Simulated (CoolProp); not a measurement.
Vapour-liquid equilibrium of acetone (1) + benzene (2) at 62.25 °C; x and y are mole fractions of (1).

Computed with CoolProp (multi-fluid Helmholtz-energy mixture model, Lemmon 2006 and Thol 2012; pair parameters Bell 2016).

Task: Give the bubble pressure and the first vapour's composition at x = 0.125, 0.2, 0.95. Is there an azeotrope?

Result: x = 0.125: 0.07019 MPa, y = 0.285; x = 0.2: 0.07701 MPa, y = 0.396; x = 0.95: 0.1222 MPa, y = 0.968. No azeotrope shows between x = 0.05 and 0.95.

Pair parameters are fitted to limited data, so mixtures are less certain than the pure fluids.
